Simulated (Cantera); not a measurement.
A perfectly stirred reactor is fed with CH₄ : O₂ : N₂ = 1 : 1.82 : 6.84 (molar parts), equivalence ratio 1.1, at 16.0 bar; it is adiabatic with a 350 K inlet, and is followed from long to short residence time, starting on the burning branch (τ in s: 0.027, 0.013, 0.0064, 0.0031, 0.0015, 0.00076, 0.00037, 0.00018, 8.9e-05, 4.4e-05, 2.1e-05, 1.1e-05, 5.2e-06).

Cantera simulation using GRI-Mech 3.0 (53 species, 325 reactions); the numbers are that mechanism's predictions, not measurements. The pressure lies above the range GRI-Mech 3.0 was tuned for (to about 10 atm).

Predict: blow-out, bracketed by the residence times tried; x(CH₄) at τ = 27.0 ms; x(O₂) at τ = 27.0 ms; x(N₂O) at τ = 27.0 ms; x(C₂H₂) at τ = 27.0 ms; x(O) at τ = 27.0 ms; x(CH₄) at τ = 0.370 ms; x(O₂) at τ = 0.370 ms; x(N₂O) at τ = 0.370 ms; x(C₂H₂) at τ = 0.370 ms; x(O) at τ = 0.370 ms.


* **blow-out, bracketed by the residence times tried**: burning at 89.0 µs, out at 44.0 µs
* **x(CH₄) at τ = 27.0 ms**: 1.58e-5
* **x(O₂) at τ = 27.0 ms**: 0.000151
* **x(N₂O) at τ = 27.0 ms**: 5.80e-8
* **x(C₂H₂) at τ = 27.0 ms**: 7.35e-8
* **x(O) at τ = 27.0 ms**: 1.09e-5
* **x(CH₄) at τ = 0.370 ms**: 0.000195
* **x(O₂) at τ = 0.370 ms**: 0.00247
* **x(N₂O) at τ = 0.370 ms**: 2.30e-7
* **x(C₂H₂) at τ = 0.370 ms**: 5.19e-6
* **x(O) at τ = 0.370 ms**: 9.39e-5
